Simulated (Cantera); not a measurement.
Adiabatic ignition

An adiabatic, constant-volume homogeneous reactor starts with H2 : O2 : N2 = 1 : 1.61 : 6.06 (molar parts), equivalence ratio 0.31, at 1275 K and 1.00 atm.

Model: the H2/O2 subset of GRI-Mech 3.0, which has no nitrogen chemistry, integrated in Cantera.

```json
[
 {"t (s)": "3.00e-6", "T (K)": "1275", "P (bar)": "1.01", "x H2": "0.115", "x O2": "0.186", "x H2O": "1.52e-8", "x O": "7.05e-9", "x OH": "4.67e-9", "x H": "2.34e-8", "x H2O2": "3.54e-11"},
 {"t (s)": "1.19e-5", "T (K)": "1275", "P (bar)": "1.01", "x H2": "0.115", "x O2": "0.186", "x H2O": "2.43e-6", "x O": "5.89e-7", "x OH": "3.75e-7", "x H": "1.68e-6", "x H2O2": "1.13e-9"},
 {"t (s)": "4.75e-5", "T (K)": "1822", "P (bar)": "1.40", "x H2": "0.00733", "x O2": "0.125", "x H2O": "0.0978", "x O": "0.0209", "x OH": "0.0135", "x H": "0.0142", "x H2O2": "9.47e-7"},
 {"t (s)": "0.000189", "T (K)": "2237", "P (bar)": "1.68", "x H2": "0.000757", "x O2": "0.133", "x H2O": "0.118", "x O": "0.00203", "x OH": "0.00712", "x H": "0.000309", "x H2O2": "2.03e-7"},
 {"t (s)": "0.000754", "T (K)": "2259", "P (bar)": "1.70", "x H2": "0.000410", "x O2": "0.134", "x H2O": "0.119", "x O": "0.00110", "x OH": "0.00537", "x H": "0.000122", "x H2O2": "2.25e-7"},
 {"t (s)": "0.00300", "T (K)": "2259", "P (bar)": "1.70", "x H2": "0.000410", "x O2": "0.134", "x H2O": "0.119", "x O": "0.00110", "x OH": "0.00537", "x H": "0.000122", "x H2O2": "2.25e-7"},
 {"t (s)": "0.0119", "T (K)": "2259", "P (bar)": "1.70", "x H2": "0.000410", "x O2": "0.134", "x H2O": "0.119", "x O": "0.00110", "x OH": "0.00537", "x H": "0.000122", "x H2O2": "2.25e-7"},
 {"t (s)": "0.0475", "T (K)": "2259", "P (bar)": "1.70", "x H2": "0.000410", "x O2": "0.134", "x H2O": "0.119", "x O": "0.00110", "x OH": "0.00537", "x H": "0.000122", "x H2O2": "2.25e-7"},
 {"t (s)": "0.189", "T (K)": "2259", "P (bar)": "1.70", "x H2": "0.000410", "x O2": "0.134", "x H2O": "0.119", "x O": "0.00110", "x OH": "0.00537", "x H": "0.000122", "x H2O2": "2.25e-7"},
 {"t (s)": "0.754", "T (K)": "2259", "P (bar)": "1.70", "x H2": "0.000410", "x O2": "0.134", "x H2O": "0.119", "x O": "0.00110", "x OH": "0.00537", "x H": "0.000122", "x H2O2": "2.25e-7"},
 {"t (s)": "3.00", "T (K)": "2259", "P (bar)": "1.70", "x H2": "0.000410", "x O2": "0.134", "x H2O": "0.119", "x O": "0.00110", "x OH": "0.00537", "x H": "0.000122", "x H2O2": "2.25e-7"}
]
```
x: mole fraction; the columns are a selection and need not sum to one.

* **time of steepest temperature rise**: 36.3 µs
* **temperature at 3.00 s**: 2259 K
* **equilibrium temperature**: 2259 K
* **x(H2) at 3.00 s**: 0.000410 (gas-phase equilibrium 0.000410)
* **x(O2) at 3.00 s**: 0.134 (gas-phase equilibrium 0.134)
* **x(H2O) at 3.00 s**: 0.119 (gas-phase equilibrium 0.119)
